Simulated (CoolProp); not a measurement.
Values from CoolProp's reference Helmholtz-energy equation of state, Fiedler 2023.

Question: For tetrahydrofuran, give the phase and the Z, cv (kJ/(kg K)), speed of sound (m/s), Joule-Thomson coefficient (K/MPa) at 6.75 °C and 0.0796 MPa; 6.75 °C and 0.542 MPa.

Answer: 
- 6.75 °C and 0.0796 MPa: liquid; Z 0.00273, cv 1.14, speed of sound 1370, Joule-Thomson coefficient -0.444
- 6.75 °C and 0.542 MPa: liquid; Z 0.0186, cv 1.14, speed of sound 1370, Joule-Thomson coefficient -0.444
